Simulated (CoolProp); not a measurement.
CH3F (R41) along the isobar 27900 kPa: density (kg/m³) from the reference equation and from simpler models built on Tc = 317.3 K, pc = 5906 kPa, ω = 0.200; each cubic takes its own stable root.

Values from CoolProp's reference Helmholtz-energy equation of state, Lemmon 2006. It is a short technical equation, of lower accuracy than the large ones.

```tsv
T (K)	phase	reference	van der Waals	Soave-Redlich-Kwong	Peng-Robinson
230.7	liquid	849.1	479.4	680.2	764.2
242.5	liquid	826.9	(withheld)	663.0	744.7
254.3	liquid	804.0	463.4	644.8	724.0
266.1	liquid	780.5	455.1	625.8	(withheld)
277.9	liquid	756.3	446.7	605.8	679.1
289.7	liquid	731.2	(withheld)	585.0	654.7
301.5	liquid	705.3	429.4	563.2	629.2
313.3	liquid	678.5	420.5	540.6	602.5
325.1	supercritical	650.7	411.5	517.3	574.9
336.9	supercritical	622.1	402.2	493.3	546.4
348.7	supercritical	592.7	392.8	469.1	517.6
```

Task: Some entries are withheld; supply them.

Result: 
- 242.5, van der Waals: 471.5
- 266.1, Peng-Robinson: 702.2
- 289.7, van der Waals: 438.2
